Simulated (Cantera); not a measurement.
A perfectly stirred reactor is fed with 8.96 % CH4, 2.33 % C2H6, 18.6 % O2, 70.1 % N2, equivalence ratio 1.4, at 380000 Pa; it is adiabatic with a 425 K inlet, and is followed from long to short residence time, starting on the burning branch (τ in s: 0.11, 0.047, 0.02, 0.0084, 0.0036, 0.0015, 0.00064, 0.00027, 0.00012, 4.9e-05, 2.1e-05, 8.8e-06).

Detailed kinetics in Cantera: GRI-Mech 3.0 (53 species, 325 reactions).

x: mole fraction; the columns are a selection and need not sum to one.

| τ (s) | T (K) | x CH4 | x C2H6 | x O2 | x HO2 | x O | x C2H | x C2H4 |
|---|---|---|---|---|---|---|---|---|
| 0.11 | 2086 | 0.000204 | 1.36e-7 | 5.67e-5 | 1.60e-8 | 1.03e-6 | … | 4.76e-7 |
| 0.047 | 2086 | 0.000389 | 3.37e-7 | 0.000123 | 3.54e-8 | 1.32e-6 | … | 1.40e-6 |
| 0.020 | 2085 | 0.000687 | 8.45e-7 | 0.000263 | 7.95e-8 | 1.86e-6 | … | 4.06e-6 |
| 0.0084 | 2084 | 0.00109 | 2.11e-6 | 0.000551 | 1.82e-7 | 2.99e-6 | … | 1.10e-5 |
| 0.0036 | 2079 | 0.00155 | 4.96e-6 | 0.00109 | 4.11e-7 | 5.28e-6 | … | 2.62e-5 |
| 0.0015 | 2068 | 0.00206 | 1.17e-5 | 0.00213 | 9.76e-7 | 1.01e-5 | … | 5.86e-5 |
| 0.00064 | 2046 | 0.00272 | 2.74e-5 | 0.00409 | 2.39e-6 | 1.96e-5 | … | 0.000125 |
| 0.00027 | 1994 | 0.00413 | 7.78e-5 | 0.00874 | 6.89e-6 | 3.70e-5 | … | 0.000311 |
| 0.00012 | 425 | 0.0896 | 0.0233 | 0.186 | <1e-12 | <1e-12 | <1e-12 | <1e-12 |
| 4.9e-5 | 425 | 0.0896 | 0.0233 | 0.186 | <1e-12 | <1e-12 | <1e-12 | <1e-12 |
| 2.1e-5 | 425 | 0.0896 | 0.0233 | 0.186 | <1e-12 | <1e-12 | <1e-12 | <1e-12 |
| 8.8e-6 | 425 | 0.0896 | 0.0233 | 0.186 | <1e-12 | <1e-12 | <1e-12 | <1e-12 |

Q: Complete the blanks.

A: 
- 0.11, x C2H: 7.26e-9
- 0.047, x C2H: 2.07e-8
- 0.020, x C2H: 5.63e-8
- 0.0084, x C2H: 1.37e-7
- 0.0036, x C2H: 2.78e-7
- 0.0015, x C2H: 5.00e-7
- 0.00064, x C2H: 7.78e-7
- 0.00027, x C2H: 1.00e-6
